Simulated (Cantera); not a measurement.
A freely propagating, adiabatic, planar premixed flame of CH₄ : O₂ : N₂ = 1 : 1.67 : 6.83 (molar parts), unburnt at 575 K and 0.133 bar; mixture-averaged transport, grid criteria slope 0.08 and curve 0.16, no radiation.

Model: GRI-Mech 3.0 (53 species, 325 reactions), integrated in Cantera. Burning velocities carry a grid error of a few per cent, more on coarse grids.

x: mole fraction of selected species; z is measured from the peak of heat release.

```tsv
z (mm)	T (K)	u (m/s)	x CH₄	x O₂	x C₂H₂	x NO₂	x CO	x C₂H₄
-6.51	575	1.44	0.105	0.176	<1e-8	<1e-8	1.02e-6	<1e-8
-4.34	576	1.45	0.105	0.175	2.66e-8	<1e-8	2.19e-5	1.28e-7
-3.25	583	1.47	0.104	0.174	2.35e-7	<1e-8	0.000149	1.17e-6
-2.17	?	1.63	0.0991	0.169	4.01e-6	<1e-8	0.00167	2.03e-5
-1.08	?	2.63	0.0713	0.139	6.41e-5	<1e-8	0.0165	0.000312
-0.542	?	3.69	0.0390	0.0992	0.000207	<1e-8	0.0384	0.000750
0	?	4.68	0.0106	0.0536	0.000386	<1e-8	0.0613	0.000519
0.542	1913	5.13	0.00121	0.0252	0.000149	<1e-8	0.0671	5.59e-5
1.08	1950	5.22	7.70e-5	0.0138	1.54e-5	<1e-8	0.0617	1.62e-6
2.17	1967	5.24	2.43e-7	0.00832	7.12e-8	<1e-8	0.0529	<1e-8
4.34	1980	5.26	<1e-8	0.00703	<1e-8	<1e-8	0.0480	<1e-8
8.68	1997	5.30	<1e-8	0.00649	<1e-8	<1e-8	0.0470	<1e-8
17.4	2024	5.36	<1e-8	0.00582	<1e-8	<1e-8	0.0468	<1e-8
```

Task: What belongs in the gaps?

Result: 
- -2.17, T (K): 640
- -1.08, T (K): 1010
- -0.542, T (K): 1397
- 0, T (K): 1752
